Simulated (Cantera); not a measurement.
Charge: 1 mol CH2F2, 2.5 mol H2, 0.99 mol HCl, held at 1977 °C and 75.0 mbar.

Equilibrium computed with Cantera from the NASA thermochemical tables; the gas is ideal and each condensed phase is pure. Candidate condensed phases: C, C6H6, C7H8, C8H18; 118 gas species. Rates play no part.

Base state: H2 0.442, HF 0.360, HCl 0.173, H 0.0180, Cl 0.00511, C2H2 (acetylene) 0.00148, F 1.49e-5 (mole fractions); condensed: C(graphite).

Problem. What changes in the equilibrium state with this change: pressure from 75.0 mbar to 1.33 mbar?

Solution. 
```json
[
 {"species": "H2", "before": "0.442", "after": "0.373"},
 {"species": "HF", "before": "0.360", "after": "0.336"},
 {"species": "HCl", "before": "0.173", "after": "0.134"},
 {"species": "H", "before": "0.0180", "after": "0.124"},
 {"species": "Cl", "before": "0.00511", "after": "0.0323"},
 {"species": "F", "before": "1.49e-5", "after": "0.000113"},
 {"species": "C2H", "before": "2.40e-6", "after": "1.65e-5"},
 {"species": "C2H2 (acetylene)", "before": "0.00148", "after": "0.00125"},
 {"species": "C(graphite), mol", "before": "0.983", "after": "0.985"}
]
```
